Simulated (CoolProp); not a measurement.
The fluid at 298.15 K and 0.593 MPa (stagnation) flows isentropically through a choked orifice. The same conditions are run with several fluids, on thermodynamics alone (safety and materials aside).

Model: reference Helmholtz-energy equation of state of each fluid (R143a: Lemmon and Jacobsen 2000; R407C: Lemmon 2003; CF4 (R14): Platzer 1990; normal hydrogen: Leachman 2009; R22: Kamei 1995), in CoolProp. The equations of Platzer and Polt are older, rougher fits. Blends and air are pseudo-pure fits.

```json
[
 {"fluid": "R143a", "throat to inlet pressure ratio": "0.588", "mass flux (kg/(m² s))": "2270", "throat temperature (K)": "279.3"},
 {"fluid": "R407C", "throat to inlet pressure ratio": "0.584", "mass flux (kg/(m² s))": "2310", "throat temperature (K)": "277.3"},
 {"fluid": "CF4 (R14)", "throat to inlet pressure ratio": "0.572", "mass flux (kg/(m² s))": "2290", "throat temperature (K)": "275.1"},
 {"fluid": "normal hydrogen", "throat to inlet pressure ratio": "0.525", "mass flux (kg/(m² s))": "367", "throat temperature (K)": "247.1"},
 {"fluid": "R22", "throat to inlet pressure ratio": "0.573", "mass flux (kg/(m² s))": "2340", "throat temperature (K)": "272.0"}
]
```
